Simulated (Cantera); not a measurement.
Feed: 1 mol Si₂Cl₆, 0.031 mol HCl, 160 mol N₂, at 1327 °C and 12.0 Torr.

These are equilibrium values from Cantera (NASA tables, ideal gas, pure condensed phases), not measurements of a reactor. The feed counts by its element totals alone. The tables' values for SiCl₃ are old estimates; treat these amounts as uncertain. Equilibrium is a limit: real reactors are often held back by kinetics, nucleation or transport.

| species | before | after |
|---|---|---|
| N₂ | 0.986 | 0.987 |
| SiCl₂ | 0.00524 | 0.00494 |
| SiCl₄ | 0.00413 | 0.00463 |
| Cl | 0.00111 | 0.000313 |
| SiCl₃ | 0.00296 | 0.00277 |
| HCl | 0.000191 | 0.000191 |
Gas species are given as mole fractions.

What was changed between the two runs?
(A) temperature from 1327 °C to 1252 °C
(B) temperature from 1327 °C to 827 °C
(C) temperature from 1327 °C to 1375 °C
(D) temperature from 1327 °C to 1425 °C

A, temperature from 1327 °C to 1252 °C
